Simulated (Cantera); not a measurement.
Input: 1 mol n-butane, 0.62 mol NH₃, 1.6 mol H₂, equilibrated at 1100 K and 22.0 Pa.

Equilibrium computed with Cantera from the NASA thermochemical tables; the gas is ideal and each condensed phase is pure. Candidate condensed phases: C, C₆H₆, C₇H₈, C₈H₁₈; 92 gas species. The numbers say what is thermodynamically allowed, not how fast it happens.

Base state: H₂ 0.960, N₂ 0.0395 (mole fractions); condensed: C(graphite).

Question: What changes in the equilibrium state with this change: temperature from 1100 K to 2273.15 K?

Answer: 
```
species            before     after
----------------  -------  --------
H₂                  0.960     0.545
H                 1.71e-6     0.419
N₂                 0.0395    0.0286
C₂H₂ (acetylene)  1.28e-8   0.00206
CN                  <1e-9  0.000148
C₂H                 <1e-9   6.66e-5
C₃                  <1e-9   4.60e-5
HNC               1.24e-8  0.000416
C(graphite), mol     4.00      3.90
```

Question: What changes in the equilibrium state with this change: temperature from 1100 K to 2548.15 K?

Answer: 
```tsv
species	before	after
H	1.71e-6	0.813
H₂	0.960	0.152
N₂	0.0395	0.0200
C₃	<1e-9	0.00471
CN	<1e-9	0.00145
C(graphite), mol	4.00	3.62
```

Question: What changes in the equilibrium state with this change: NH₃ from 0.62 to 2.1 mol?

Answer: 
```
species           before   after
----------------  ------  ------
H₂                 0.960   0.903
N₂                0.0395  0.0972
C(graphite), mol    4.00    4.00
```
